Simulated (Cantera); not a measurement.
A Cantera script and its output.

```python
import numpy as np
import cantera as ct

gas = ct.Solution("gri30.yaml", transport_model="mixture-averaged")
show = ['N2', 'OH', 'CO2']

rows = []
print(f"{'T/K':>7s}{'rho':>11s}{'cp':>10s}{'mu':>11s}{'lambda':>11s}{'Pr':>7s}" + "".join(f"{'D_' + s:>11s}" for s in show))
for T in [400, 600, 800, 1000, 1200, 1400]:
    gas.TPX = T, 17000, {'N2': 0.73, 'NO': 0.47}
    Pr = gas.cp_mass * gas.viscosity / gas.thermal_conductivity
    D = [gas.mix_diff_coeffs_mole[gas.species_index(s)] for s in show]
    rows.append([gas.density, gas.cp_mass, gas.viscosity, gas.thermal_conductivity, Pr, *D])
    print(f"{T:7g}{gas.density:11.4e}{gas.cp_mass:10.1f}{gas.viscosity:11.4e}"
          f"{gas.thermal_conductivity:11.4e}{Pr:7.3f}" + "".join(f"{d:11.4e}" for d in D))
print("SI units: kg/m3, J/kg/K, Pa s, W/m/K, m2/s")
```

It prints:

```
    T/K        rho        cp         mu     lambda     Pr       D_N2       D_OH      D_CO2
    400 1.4718e-01    1027.0 2.2652e-05 3.2636e-02  0.713 2.0191e-04 3.1045e-04 1.5751e-04
    600 9.8122e-02    1060.5 2.9998e-05 4.5142e-02  0.705 4.0329e-04 6.1803e-04 3.2159e-04
    800 7.3592e-02    1109.1 3.6345e-05 5.7162e-02  0.705 6.5424e-04 1.0012e-03 5.2701e-04
   1000 5.8873e-02    1154.5 4.2078e-05 6.8602e-02  0.708 9.4977e-04 1.4524e-03 7.6925e-04
   1200 4.9061e-02    1185.3 4.7383e-05 7.9467e-02  0.707 1.2865e-03 1.9665e-03 1.0453e-03
   1400 4.2052e-02    1210.4 5.2366e-05 8.9792e-02  0.706 1.6619e-03 2.5397e-03 1.3529e-03
SI units: kg/m3, J/kg/K, Pa s, W/m/K, m2/s
```

Detailed kinetics in Cantera: GRI-Mech 3.0 (53 species, 325 reactions). The composition is frozen, though it would react at the higher temperatures.
